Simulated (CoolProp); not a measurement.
Values from CoolProp's reference Helmholtz-energy equation of state, Lemmon 2006. It is a short technical equation, of lower accuracy than the large ones.

### Question
For carbonyl sulfide, give the phase and the density (kg/m³), Joule-Thomson coefficient (K/MPa), isothermal compressibility (1/MPa) at 620 K and 9.55 MPa; 620 K and 19.1 MPa; 620 K and 25.5 MPa.

### Answer
- 620 K and 9.55 MPa: supercritical; density 121, Joule-Thomson coefficient 3.55, isothermal compressibility 0.113
- 620 K and 19.1 MPa: supercritical; density 256, Joule-Thomson coefficient 2.67, isothermal compressibility 0.0551
- 620 K and 25.5 MPa: supercritical; density 343, Joule-Thomson coefficient 2.00, isothermal compressibility 0.0377
